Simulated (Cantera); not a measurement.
A Cantera script and what it prints.

```python
import numpy as np
import cantera as ct

gas_names = [...]  # 130 gases of nasa_gas.yaml made of C, H, Mg, O, S
cond_names = """
    C(gr) C6H6(L) C7H8(L) C8H18(L),n-octa H2O(s) H2O(L) H2SO4(L) Mg(cr) Mg(L) MgCO3(s) MgO(s) MgO(L)
    MgO2H2(s) MgS(s) MgSO4(s) MgSO4(L) S(cr1) S(cr2) S(L)
""".split()


# ... load() reads the species with a 1 bar reference pressure and builds the phases ...
atoms = {
    'MgSO4': {'Mg': 1, 'S': 1, 'O': 4},
    'H2': {'H': 2},
    'CO2': {'C': 1, 'O': 2},
}
top_T = {'C(gr)': 4500, 'MgS(s)': 2250}  # K; cautious upper limits of use, not melting points


# ... equilibrate(T, P, feed) seeds the gas with the atoms and calls Mixture.equilibrate('TP', solver="vcs", rtol=1e-11, max_steps=5000) ...
results = []
feed = {'MgSO4': 1, 'H2': 0.054, 'CO2': 1.3}  # mol
P = 1000  # Pa
for T in [623, 723, 823, 923, 1023, 1123, 1223, 1323, 1423, 1523, 1623, 1723, 1823, 1923]:
    mix = equilibrate(T, P, feed)
    results.append((T, P, feed, dict(zip(mix.species_names, mix.species_moles))))
    x = sorted(zip(gas.X, gas.species_names), reverse=True)
    print(f"T = {T:g} K  P = {P:g} Pa  gas = {mix.phase_moles(0):.4g} mol")
    print("   x: " + "  ".join(f"{s} {v:.3e}" for v, s in x if v > 1e-05))
    print("   condensed (mol): " + ("  ".join(f"{mix.phase(i).name} {mix.phase_moles(i):.4g}"
          for i in range(1, mix.n_phases) if mix.phase_moles(i) > 1e-12) or "none"))
```

Output:

```
T = 623 K  P = 1000 Pa  gas = 1.386 mol
   x: CO2 9.377e-01  H2O 3.736e-02  SO2 2.145e-02  S2 1.782e-03  H2S 1.589e-03  COS 7.057e-05  S2O 3.137e-05
   condensed (mol): MgO(s) 0.03707  MgSO4(s) 0.9629
T = 723 K  P = 1000 Pa  gas = 1.408 mol
   x: CO2 9.233e-01  H2O 3.835e-02  SO2 3.835e-02
   condensed (mol): MgO(s) 0.054  MgSO4(s) 0.946
T = 823 K  P = 1000 Pa  gas = 1.408 mol
   x: CO2 9.233e-01  H2O 3.835e-02  SO2 3.835e-02
   condensed (mol): MgO(s) 0.054  MgSO4(s) 0.946
T = 923 K  P = 1000 Pa  gas = 1.408 mol
   x: CO2 9.233e-01  SO2 3.836e-02  H2O 3.835e-02  SO3 3.118e-05
   condensed (mol): MgO(s) 0.05405  MgSO4(s) 0.9459
T = 1023 K  P = 1000 Pa  gas = 1.473 mol
   x: CO2 8.828e-01  SO2 6.516e-02  H2O 3.667e-02  O2 1.424e-02  SO3 1.079e-03
   condensed (mol): MgO(s) 0.09754  MgSO4(s) 0.9025
T = 1123 K  P = 1000 Pa  gas = 2.817 mol
   x: CO2 4.615e-01  SO2 3.479e-01  O2 1.644e-01  H2O 1.917e-02  SO3 7.062e-03
   condensed (mol): MgO(s) 1
T = 1223 K  P = 1000 Pa  gas = 2.823 mol
   x: CO2 4.606e-01  SO2 3.512e-01  O2 1.660e-01  H2O 1.913e-02  SO3 3.066e-03
   condensed (mol): MgO(s) 1
T = 1323 K  P = 1000 Pa  gas = 2.825 mol
   x: CO2 4.602e-01  SO2 3.525e-01  O2 1.667e-01  H2O 1.911e-02  SO3 1.505e-03  OH 1.779e-05
   condensed (mol): MgO(s) 1
T = 1423 K  P = 1000 Pa  gas = 2.826 mol
   x: CO2 4.600e-01  SO2 3.531e-01  O2 1.670e-01  H2O 1.908e-02  SO3 8.166e-04  OH 5.034e-05  CO 1.631e-05
   condensed (mol): MgO(s) 1
T = 1523 K  P = 1000 Pa  gas = 2.827 mol
   x: CO2 4.598e-01  SO2 3.533e-01  O2 1.671e-01  H2O 1.904e-02  SO3 4.808e-04  OH 1.242e-04  CO 7.733e-05  O 2.255e-05
   condensed (mol): MgO(s) 1
T = 1623 K  P = 1000 Pa  gas = 2.827 mol
   x: CO2 4.595e-01  SO2 3.534e-01  O2 1.672e-01  H2O 1.896e-02  SO3 3.027e-04  CO 3.018e-04  OH 2.738e-04  O 7.777e-05  SO 1.900e-05
   condensed (mol): MgO(s) 1
T = 1723 K  P = 1000 Pa  gas = 2.829 mol
   x: CO2 4.585e-01  SO2 3.532e-01  O2 1.674e-01  H2O 1.880e-02  CO 1.002e-03  OH 5.494e-04  O 2.326e-04  SO3 2.014e-04  SO 6.949e-05  H2 1.170e-05
   condensed (mol): MgO(s) 1
T = 1823 K  P = 1000 Pa  gas = 2.833 mol
   x: CO2 4.560e-01  SO2 3.526e-01  O2 1.679e-01  H2O 1.851e-02  CO 2.897e-03  OH 1.018e-03  O 6.182e-04  SO 2.198e-04  SO3 1.403e-04  H2 3.007e-05  H 2.376e-05
   condensed (mol): MgO(s) 1
T = 1923 K  P = 1000 Pa  gas = 2.842 mol
   x: CO2 4.500e-01  SO2 3.512e-01  O2 1.693e-01  H2O 1.801e-02  CO 7.405e-03  OH 1.759e-03  O 1.489e-03  SO 6.134e-04  SO3 1.017e-04  H 7.824e-05  H2 6.897e-05
   condensed (mol): MgO(s) 1
```

Method: chemical equilibrium by Gibbs-energy minimisation in Cantera with the NASA 1993 tables (ideal gas, pure condensed phases). Mutual solubility and eutectic melting of coexisting phases are not modelled. Gases not in the tables: S3 to S7.
